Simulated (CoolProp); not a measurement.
Properties of oxygen along the isobar 135 bar (Tc = 154.6 K, pc = 50.46 bar, ω = 0.022).

Values from CoolProp's reference Helmholtz-energy equation of state, Schmidt 1985.

```json
[
 {"T (K)": "119.5", "phase": "liquid", "cp (kJ/(kg K))": "1.713", "expansivity (1/kK)": "4.959", "conductivity (mW/(m K))": "122"},
 {"T (K)": "139.3", "phase": "liquid", "cp (kJ/(kg K))": "1.848", "expansivity (1/kK)": "6.636", "conductivity (mW/(m K))": "97.6"},
 {"T (K)": "159.1", "phase": "supercritical", "cp (kJ/(kg K))": "2.147", "expansivity (1/kK)": "10.30", "conductivity (mW/(m K))": "74.7"},
 {"T (K)": "178.9", "phase": "supercritical", "cp (kJ/(kg K))": "2.627", "expansivity (1/kK)": "17.46", "conductivity (mW/(m K))": "55.3"},
 {"T (K)": "198.6", "phase": "supercritical", "cp (kJ/(kg K))": "2.266", "expansivity (1/kK)": "16.36", "conductivity (mW/(m K))": "41.6"},
 {"T (K)": "218.4", "phase": "supercritical", "cp (kJ/(kg K))": "1.718", "expansivity (1/kK)": "11.11", "conductivity (mW/(m K))": "35.5"},
 {"T (K)": "238.2", "phase": "supercritical", "cp (kJ/(kg K))": "1.441", "expansivity (1/kK)": "8.152", "conductivity (mW/(m K))": "33.3"},
 {"T (K)": "258", "phase": "supercritical", "cp (kJ/(kg K))": "1.293", "expansivity (1/kK)": "6.463", "conductivity (mW/(m K))": "32.8"},
 {"T (K)": "277.8", "phase": "supercritical", "cp (kJ/(kg K))": "1.205", "expansivity (1/kK)": "5.390", "conductivity (mW/(m K))": "32.9"},
 {"T (K)": "297.5", "phase": "supercritical", "cp (kJ/(kg K))": "1.149", "expansivity (1/kK)": "4.653", "conductivity (mW/(m K))": "33.5"}
]
```

The peak of cp marks the crossing from liquid-like to gas-like fluid above the critical point.

Thermal conductivity comes from a separate model (Lemmon 2004).
